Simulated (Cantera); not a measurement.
Charge: 1 mol CH2F2, 0.22 mol H2, at 3175 K and 0.105 Torr.

Cantera equilibrium calculation (NASA polynomials, part measured and part estimated; ideal gas, pure solids and liquids). Candidate condensed phases: C, C6H6, C7H8, C8H18; 95 gas species. Rates play no part.

What is the equilibrium state?


```json
{
  "x(H)": "0.441",
  "x(F)": "0.350",
  "x(C)": "0.148",
  "x(HF)": "0.0376",
  "x(C2)": "0.00980",
  "x(C3)": "0.00791",
  "x(CF)": "0.00484",
  "x(H2)": "0.000395",
  "x(C2H)": "6.94e-5",
  "gas_amount": "5.091 mol",
  "log10 activity of C(graphite) (absent)": "-1.07"
}
```
